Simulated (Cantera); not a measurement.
Adiabatic ignition

An adiabatic, constant-volume homogeneous reactor starts with CH₃OH : O₂ : N₂ = 1 : 2.11 : 7.94 (molar parts), equivalence ratio 0.71, at 1500 K and 3.70 bar.

Computed with Cantera and GRI-Mech 3.0 (53 species, 325 reactions). GRI-Mech 3.0 was tuned for natural gas; its chemistry of methanol as a main component is partial and can be far from experiment.

| t (s) | T (K) | P (bar) | x CH₃OH | x O₂ | x CH₂ | x H₂O | x N₂O |
|---|---|---|---|---|---|---|---|
| 1.00e-6 | 1500 | 3.70 | 0.0905 | 0.191 | 3.58e-8 | 1.01e-5 | 6.61e-12 |
| 3.88e-6 | 1500 | 3.70 | 0.0904 | 0.191 | 3.58e-8 | 4.15e-5 | 1.15e-10 |
| 1.51e-5 | 1500 | 3.70 | 0.0900 | 0.191 | 3.59e-8 | 0.000239 | 1.94e-9 |
| 5.84e-5 | 1552 | 3.87 | 0.0733 | 0.180 | 7.61e-8 | 0.0123 | 4.68e-8 |
| 0.000227 | 2873 | 7.59 | <1e-12 | 0.0536 | <1e-12 | 0.150 | 2.33e-6 |
| 0.000879 | 2860 | 7.55 | <1e-12 | 0.0495 | <1e-12 | 0.151 | 2.50e-6 |
| 0.00341 | 2859 | 7.55 | <1e-12 | 0.0493 | <1e-12 | 0.151 | 2.51e-6 |
| 0.0132 | 2859 | 7.55 | <1e-12 | 0.0493 | <1e-12 | 0.151 | 2.51e-6 |
| 0.0514 | 2859 | 7.55 | <1e-12 | 0.0493 | <1e-12 | 0.151 | 2.51e-6 |
| 0.199 | 2859 | 7.55 | <1e-12 | 0.0493 | <1e-12 | 0.151 | 2.51e-6 |
| 0.773 | 2859 | 7.55 | <1e-12 | 0.0493 | <1e-12 | 0.151 | 2.51e-6 |
| 3.00 | 2859 | 7.55 | <1e-12 | 0.0493 | <1e-12 | 0.151 | 2.51e-6 |
x: mole fraction; the columns are a selection and need not sum to one.

```
Item                                                               Value
---------------------------------  -------------------------------------
time of steepest temperature rise                                72.1 µs
temperature at 3.00 s                                             2859 K
equilibrium temperature                                           2859 K
x(CH₃OH) at 3.00 s                 <1e-12 (gas-phase equilibrium <1e-12)
x(O₂) at 3.00 s                    0.0493 (gas-phase equilibrium 0.0493)
x(CH₂) at 3.00 s                   <1e-12 (gas-phase equilibrium <1e-12)
```
